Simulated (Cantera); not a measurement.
A freely propagating, adiabatic, planar premixed flame of CH4 : H2 : O2 : N2 = 1 : 0.098 : 2.56 : 10.5 (molar parts), unburnt at 500 K and 0.560 bar; mixture-averaged transport, grid criteria slope 0.08 and curve 0.16, no radiation.

Model: GRI-Mech 3.0 (53 species, 325 reactions), integrated in Cantera. Burning velocities carry a grid error of a few per cent, more on coarse grids.

### Question
Predict: laminar burning velocity; thermal thickness; peak x(C2H6); peak x(CH2CO).

### Answer
```json
{
  "laminar_burning_velocity": "79.5 cm/s",
  "thermal_thickness": "0.697 mm",
  "peak x(C2H6)": "0.000590",
  "peak x(CH2CO)": "4.70e-5"
}
```
